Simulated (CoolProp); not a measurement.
Properties of CH2F2 (R32) along the isobar 7.61 MPa (Tc = 78.1 °C, pc = 5.783 MPa, ω = 0.277).

Model: reference Helmholtz-energy equation of state, Tillner-Roth 1997, in CoolProp.

```tsv
T (°C)	phase	density (kg/m³)	cp (kJ/(kg K))	cv (kJ/(kg K))	Joule-Thomson coefficient (K/MPa)	isothermal compressibility (1/MPa)
-127.35	liquid	1412	1.575	1.045	-0.3390	0.0005532
-103.25	liquid	1355	1.553	0.9984	-0.3316	0.0007164
-79.15	liquid	1296	1.548	0.9654	-0.3131	0.0009435
-55.05	liquid	1235	1.562	0.9449	-0.2803	0.001271
-30.95	liquid	1170	1.595	0.9356	-0.2275	0.001770
-6.85	liquid	1100	1.654	[?]	-0.1442	0.002586
17.25	liquid	1022	1.752	0.9464	-0.006519	0.004086
41.35	liquid	929.4	1.930	[?]	0.2509	0.007467
65.45	liquid	805.6	2.381	1.007	0.8848	0.01941
89.55	supercritical	518.2	7.422	1.183	4.876	[?]
113.65	supercritical	219.9	2.573	1.062	8.451	0.2600
137.75	supercritical	169.9	[?]	[?]	7.492	0.1970
161.85	supercritical	144.7	1.556	1.003	6.483	0.1738
```

Task: Fill in the missing entries.

Result: 
- -6.85, cv (kJ/(kg K)): 0.9363
- 41.35, cv (kJ/(kg K)): 0.9668
- 89.55, isothermal compressibility (1/MPa): 0.3327
- 137.75, cp (kJ/(kg K)): 1.798
- 137.75, cv (kJ/(kg K)): 1.012

The peak of cp marks the crossing from liquid-like to gas-like fluid above the critical point.
